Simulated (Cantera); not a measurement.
An isothermal, constant-pressure homogeneous reactor starts with 52.2 % H₂, 29.0 % O₂, 18.8 % N₂, equivalence ratio 0.90, at 923 K and 0.132 atm.

Detailed kinetics in Cantera: GRI-Mech 3.0 (53 species, 325 reactions). Radical loss at walls, strong at low pressure, is not modelled. Below about 950 K walls govern HO2 and H2O2 in real vessels. The temperature is held fixed by assumption; the heat of reaction is taken as removed at once.

One state of this run: x H₂ = 0.0488; x O₂ = 0.0628; x H = 0.00152; x NO = 2.55e-7; x HO₂ = 4.88e-5. x: mole fraction; the columns are a selection and need not sum to one.

Q: Which value of t (s) does it belong to?
(A) 0.00260
(B) 0.0187
(C) 6.95
(D) 0.967

A: A, 0.00260
